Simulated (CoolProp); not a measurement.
Properties of nitrogen along the isotherm 238.9 K (Tc = 126.2 K, pc = 33.96 bar, ω = 0.037).

Model: reference Helmholtz-energy equation of state, Span 2000, in CoolProp.

```json
[
 {"p (bar)": "0.0537", "phase": "gas", "density (kg/m³)": "0.07574", "Joule-Thomson coefficient (K/MPa)": "3.379", "isothermal compressibility (1/MPa)": "186.2", "Prandtl number": "0.726"},
 {"p (bar)": "0.0788", "phase": "gas", "density (kg/m³)": "0.1111", "Joule-Thomson coefficient (K/MPa)": "3.379", "isothermal compressibility (1/MPa)": "126.9", "Prandtl number": "0.727"},
 {"p (bar)": "0.116", "phase": "gas", "density (kg/m³)": "0.1636", "Joule-Thomson coefficient (K/MPa)": "3.379", "isothermal compressibility (1/MPa)": "86.22", "Prandtl number": "0.727"},
 {"p (bar)": "0.17", "phase": "gas", "density (kg/m³)": "0.2398", "Joule-Thomson coefficient (K/MPa)": "3.378", "isothermal compressibility (1/MPa)": "58.83", "Prandtl number": "0.727"},
 {"p (bar)": "0.249", "phase": "gas", "density (kg/m³)": "0.3513", "Joule-Thomson coefficient (K/MPa)": "3.377", "isothermal compressibility (1/MPa)": "40.17", "Prandtl number": "0.727"},
 {"p (bar)": "0.366", "phase": "gas", "density (kg/m³)": "0.5164", "Joule-Thomson coefficient (K/MPa)": "3.376", "isothermal compressibility (1/MPa)": "27.33", "Prandtl number": "0.727"},
 {"p (bar)": "0.537", "phase": "gas", "density (kg/m³)": "0.7577", "Joule-Thomson coefficient (K/MPa)": "3.374", "isothermal compressibility (1/MPa)": "18.63", "Prandtl number": "0.727"},
 {"p (bar)": "0.788", "phase": "gas", "density (kg/m³)": "1.112", "Joule-Thomson coefficient (K/MPa)": "3.372", "isothermal compressibility (1/MPa)": "12.70", "Prandtl number": "0.728"},
 {"p (bar)": "1.16", "phase": "gas", "density (kg/m³)": "1.638", "Joule-Thomson coefficient (K/MPa)": "3.368", "isothermal compressibility (1/MPa)": "8.631", "Prandtl number": "0.728"},
 {"p (bar)": "1.7", "phase": "gas", "density (kg/m³)": "2.402", "Joule-Thomson coefficient (K/MPa)": "3.362", "isothermal compressibility (1/MPa)": "5.892", "Prandtl number": "0.729"},
 {"p (bar)": "2.49", "phase": "gas", "density (kg/m³)": "3.520", "Joule-Thomson coefficient (K/MPa)": "3.354", "isothermal compressibility (1/MPa)": "4.026", "Prandtl number": "0.730"},
 {"p (bar)": "3.66", "phase": "gas", "density (kg/m³)": "5.181", "Joule-Thomson coefficient (K/MPa)": "3.342", "isothermal compressibility (1/MPa)": "2.742", "Prandtl number": "0.732"},
 {"p (bar)": "5.37", "phase": "gas", "density (kg/m³)": "7.614", "Joule-Thomson coefficient (K/MPa)": "3.324", "isothermal compressibility (1/MPa)": "1.872", "Prandtl number": "0.734"},
 {"p (bar)": "7.88", "phase": "gas", "density (kg/m³)": "11.20", "Joule-Thomson coefficient (K/MPa)": "3.297", "isothermal compressibility (1/MPa)": "1.279", "Prandtl number": "0.737"},
 {"p (bar)": "11.6", "phase": "gas", "density (kg/m³)": "16.54", "Joule-Thomson coefficient (K/MPa)": "3.257", "isothermal compressibility (1/MPa)": "0.8714", "Prandtl number": "0.742"},
 {"p (bar)": "17", "phase": "gas", "density (kg/m³)": "24.37", "Joule-Thomson coefficient (K/MPa)": "3.197", "isothermal compressibility (1/MPa)": "0.5972", "Prandtl number": "0.748"}
]
```

Viscosity comes from a separate model (Lemmon 2004). Thermal conductivity comes from a separate model (Lemmon 2004).
